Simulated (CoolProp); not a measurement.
Computed with CoolProp (reference Helmholtz-energy equation of state, Lemmon 2006). It is a short technical equation, of lower accuracy than the large ones.

### Question
Give the vapour pressure (MPa), vapour Z, surface tension (mN/m) of saturated acetone at 316.4, 329.8 K.

### Answer
| T (K) | p (MPa) | vapour Z | surface tension (mN/m) |
|---|---|---|---|
| 316.4 | 0.0640 | 0.960 | 20.4 |
| 329.8 | 0.103 | 0.947 | 18.8 |

Surface tension comes from a separate correlation (Mulero 2012).
